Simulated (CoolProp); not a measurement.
Saturation properties of tetrahydrofuran (Tc = 267.0 °C, pc = 5304 kPa, ω = 0.234).

Computed with CoolProp (reference Helmholtz-energy equation of state, Fiedler 2023).

```
T (°C)  p (kPa)  liquid density (kg/m³)  enthalpy of vaporisation (kJ/kg)  liquid cp (kJ/(kg K))  vapour Z
------  -------  ----------------------  --------------------------------  ---------------------  --------
33.45     30.97                   872.6                             439.8                  1.755    0.9886
46.25     51.12                   858.3                             430.7                  1.804    0.9832
59.05     80.64                   843.7                             421.4                  1.856    0.9763
71.85     122.3                   828.8                             411.9                  1.909    0.9676
84.65     179.2                   813.6                             402.0                  1.964    0.9570
97.45     254.8                   798.1                             391.7                  2.021    0.9443
110.25    352.7                   782.0                             380.9                  2.080    0.9294
123.15    478.0                   765.4                             369.4                  2.142    0.9120
135.95    632.9                   748.2                             357.3                  2.207    0.8921
148.75    822.6                   730.3                             344.3                  2.276    0.8695
161.55     1052                   711.6                             330.3                  2.351    0.8439
```

It boils at 65.9 °C under 1 atm.
